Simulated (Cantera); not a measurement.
## NO annealing gas

A perfectly stirred reactor is fed with 87.0 % NO, 13.0 % N2, at 760 Torr; it is held at 1625 K, and followed from long to short residence time.

Detailed kinetics in Cantera: GRI-Mech 3.0 (53 species, 325 reactions).

```json
[
 {"τ (s)": "5.5", "x NO": "0.663", "x O": "6.44e-6", "x N2O": "0.000160", "x O2": "0.102", "x NO2": "0.00177"},
 {"τ (s)": "1.2", "x NO": "0.804", "x O": "3.89e-6", "x N2O": "0.000237", "x O2": "0.0317", "x NO2": "0.00126"},
 {"τ (s)": "0.27", "x NO": "0.853", "x O": "2.41e-6", "x N2O": "0.000262", "x O2": "0.00764", "x NO2": "0.000799"},
 {"τ (s)": "0.061", "x NO": "0.866", "x O": "1.74e-6", "x N2O": "0.000243", "x O2": "0.00149", "x NO2": "0.000559"},
 {"τ (s)": "0.014", "x NO": "0.869", "x O": "1.19e-6", "x N2O": "0.000171", "x O2": "0.000177", "x NO2": "0.000350"},
 {"τ (s)": "0.0030", "x NO": "0.869", "x O": "5.27e-7", "x N2O": "7.03e-5", "x O2": "5.46e-6", "x NO2": "0.000106"},
 {"τ (s)": "0.00067", "x NO": "0.870", "x O": "2.72e-7", "x N2O": "1.95e-5", "x O2": "1.52e-7", "x NO2": "2.18e-5"},
 {"τ (s)": "0.00015", "x NO": "0.870", "x O": "2.09e-7", "x N2O": "4.61e-6", "x O2": "9.05e-9", "x NO2": "4.54e-6"}
]
```
x: mole fraction; the columns are a selection and need not sum to one.
